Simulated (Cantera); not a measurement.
Input: 1 mol CuO, 170 mol H₂, 23 mol N₂, at 0.000570 bar.

Cantera equilibrium calculation (NASA polynomials, part measured and part estimated; ideal gas, pure solids and liquids). Candidate condensed phases: Cu, CuO, Cu(OH)₂, Cu₂O, H₂O; 27 gas species. Rates play no part.

Problem. Which condensed phases are stable at each of these points (T (K)): 900, 950, 1000, 1050, 1100, 1150, 1200, 1250, 1300, 1350, 1400, 1450, 1500?

Solution. 
```tsv
T (K)	condensed phases	Cu condensed (%)
900	Cu(s)	100.0
950	Cu(s)	100.0
1000	Cu(s)	100.0
1050	Cu(s)	100.0
1100	Cu(s)	100.0
1150	Cu(s)	99.9
1200	Cu(s)	99.6
1250	Cu(s)	98.4
1300	Cu(s)	94.7
1350	Cu(s)	83.4
1400	Cu(l)	54.2
1450	gas only	0.0
1500	gas only	0.0
```

From 900 K to 1350 K the condensed part is Cu(s). At 1400 K the condensed part is Cu(l). From 1450 K to 1500 K nothing is condensed.
